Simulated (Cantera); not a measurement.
Charge: 1 mol B2O3, 11 mol H2, 32 mol N2, equilibrated at 577 °C and 23.0 mbar.

Cantera equilibrium calculation (NASA polynomials, part measured and part estimated; ideal gas, pure solids and liquids). Candidate condensed phases: B, BN, B2O3, B3O3H3, H2O; 39 gas species. N2 is the only nitrogen source here; it is nearly inert below about 1500 K, so the nitride shown seldom forms there in practice. Kinetics and transport are ignored.

Base state: N2 0.744, H2 0.255, H2O 0.000664 (mole fractions); condensed: BN(s) + B2O3(l).

Problem. What changes in the equilibrium state with this change: B2O3 replaced by borazine?

Solution. 
```json
[
 {"species": "N2", "before": "0.744", "after": "0.696"},
 {"species": "H2", "before": "0.255", "after": "0.304"},
 {"species": "H2O", "before": "0.000664", "after": "0"},
 {"species": "BN(s), mol", "before": "0.0190", "after": "3.00"},
 {"species": "B2O3(l), mol", "before": "0.990", "after": "0"}
]
```
The feed counts by its element totals alone.
